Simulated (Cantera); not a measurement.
Input: 1 mol MgO, 0.9 mol H2S, 29 mol N2, at 4200 Pa.

Method: chemical equilibrium by Gibbs-energy minimisation in Cantera with the NASA 1993 tables (ideal gas, pure condensed phases). Candidate condensed phases: H2O, H2SO4, Mg, MgO, Mg(OH)2, MgS, MgSO4, S; 43 gas species. Mutual solubility and eutectic melting of coexisting phases are not modelled. Equilibrium is a limit: real reactors are often held back by kinetics, nucleation or transport. All values below are at 1077 °C.

Base state: N2 0.958, H2 0.0246, S2 0.0123, H2S 0.00454, H2O 0.000537, SH 0.000145 (mole fractions); condensed: MgO(s) + MgS(s).

Problem. What changes in the equilibrium state with this change: H2S from 0.9 to 0.49 mol?

Solution. 
| species | before | after |
|---|---|---|
| N2 | 0.958 | 0.976 |
| H2 | 0.0246 | 0.0142 |
| S2 | 0.0123 | 0.00709 |
| H2O | 0.000537 | 0.000236 |
| H2S | 0.00454 | 0.00200 |
| SH | 0.000145 | 8.39e-5 |
| MgO(s), mol | 0.984 | 0.993 |
| MgS(s), mol | 0.0163 | 0.00705 |
